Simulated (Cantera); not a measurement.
Charge: 1 mol AlN, 30 mol Cl2, 2.1 mol H2, at 1400 °C and 3.00 Pa.

Method: chemical equilibrium by Gibbs-energy minimisation in Cantera with the NASA 1993 tables (ideal gas, pure condensed phases). Candidate condensed phases: Al, AlCl3, AlN, NH4Cl; 20 gas species. The tables' values for AlCl2 are old estimates; treat these amounts as uncertain. Kinetics and transport are ignored.

Base state: Cl 0.902, HCl 0.0718, AlCl3 0.0164, N2 0.00855, Cl2 0.000881, AlCl2 0.000621, AlCl 0.000103, H 2.69e-5 (mole fractions); condensed: gas only.

Question: What changes in the equilibrium state with this change: pressure from 3.00 Pa to 38.0 mbar?

Answer: 
```json
[
 {"species": "Cl", "before": "0.902", "after": "0.510"},
 {"species": "Cl2", "before": "0.000881", "after": "0.357"},
 {"species": "HCl", "before": "0.0718", "after": "0.0975"},
 {"species": "AlCl3", "before": "0.0164", "after": "0.0232"},
 {"species": "N2", "before": "0.00855", "after": "0.0116"},
 {"species": "AlCl", "before": "0.000103", "after": "<1e-9"},
 {"species": "H", "before": "2.69e-5", "after": "5.10e-8"},
 {"species": "AlCl2", "before": "0.000621", "after": "1.23e-6"}
]
```
